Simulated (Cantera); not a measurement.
**Silicon etching in halogen gases: Si + NF3**

Input: 1 mol Si, 0.52 mol NF3, equilibrated at 648.15 K and 13.3 mbar.

Cantera equilibrium calculation (NASA polynomials, part measured and part estimated; ideal gas, pure solids and liquids). Candidate condensed phases: Si, Si3N4; 16 gas species. The numbers say what is thermodynamically allowed, not how fast it happens.

```json
{
  "x(SiF4)": "1.000",
  "n(Si(s))": "0.220 mol",
  "n(Si3N4(s))": "0.130 mol",
  "gas_amount": "0.3900 mol"
}
```
